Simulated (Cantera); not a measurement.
## Abatement and gas-phase synthesis: HF + SO2 + N2

Charge: 1 mol HF, 0.26 mol SO2, 3 mol N2, equilibrated at 2000 K and 0.100 bar.

Cantera equilibrium calculation (NASA polynomials, part measured and part estimated; ideal gas, pure solids and liquids). Candidate condensed phases: H2O, H2SO4, S; 62 gas species. Rates play no part.

The x(N2) is 0.704. The x(HF) is 0.234 and the x(SO2) comes out as 0.0596. The x(SO) is 0.00134 and the x(O2) comes out as 0.000435. The x(NO) comes out as 0.000329, the x(F) is 0.000239 and the x(H2O) is 9.80e-5. The x(O) is 4.41e-5. The gas amount is 4.263 mol and the log10 activity of S(l) (absent) is -5.08.
